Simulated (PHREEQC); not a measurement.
Solution (25 °C): 0.013 mol/kgw CuSO4, 0.00039 mol/kgw HCl, 0.03 mol/kgw Na2SO4 and 0.0026 mol/kgw HBr. Closed to the air; pH follows from the charge balance.

Model: ion-association model, wateq4f.dat, run in PHREEQC.

Q: The ionic strength comes out as 0.111 mol/kgw. What activity coefficients do HSO4-, Cu+2, Cl-, CuCl+, NaSO4- get?

A: HSO4- 0.77, Cu+2 0.39, Cl- 0.76, CuCl+ 0.76, NaSO4- 0.78.

No solid was allowed to form.
